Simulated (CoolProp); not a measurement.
Aqueous potassium formate as a coolant, at 18 °C, 1 atm.

Values from CoolProp's Melinder's fits for secondary coolants.

```json
[
 {"mass %": "3.3", "freezing point (°C)": "-1.4", "viscosity (mPa s)": "1.13", "conductivity (W/(m K))": "0.588", "density (kg/m³)": "1020", "Prandtl number": "7.79"},
 {"mass %": "9.5", "freezing point (°C)": "-4.6", "viscosity (mPa s)": "1.22", "conductivity (W/(m K))": "0.576", "density (kg/m³)": "1057", "Prandtl number": "8.13"},
 {"mass %": "15.6", "freezing point (°C)": "-8.4", "viscosity (mPa s)": "1.32", "conductivity (W/(m K))": "0.565", "density (kg/m³)": "1095", "Prandtl number": "8.46"},
 {"mass %": "21.8", "freezing point (°C)": "-13.1", "viscosity (mPa s)": "1.47", "conductivity (W/(m K))": "0.554", "density (kg/m³)": "1134", "Prandtl number": "9.03"},
 {"mass %": "27.9", "freezing point (°C)": "-18.8", "viscosity (mPa s)": "1.66", "conductivity (W/(m K))": "0.543", "density (kg/m³)": "1176", "Prandtl number": "9.77"},
 {"mass %": "34.1", "freezing point (°C)": "-26.2", "viscosity (mPa s)": "1.86", "conductivity (W/(m K))": "0.529", "density (kg/m³)": "1220", "Prandtl number": "10.6"},
 {"mass %": "40.2", "freezing point (°C)": "-35.3", "viscosity (mPa s)": "2.10", "conductivity (W/(m K))": "0.514", "density (kg/m³)": "1264", "Prandtl number": "11.7"},
 {"mass %": "46.3", "freezing point (°C)": "-46.5", "viscosity (mPa s)": "2.55", "conductivity (W/(m K))": "0.497", "density (kg/m³)": "1313", "Prandtl number": "14.0"}
]
```
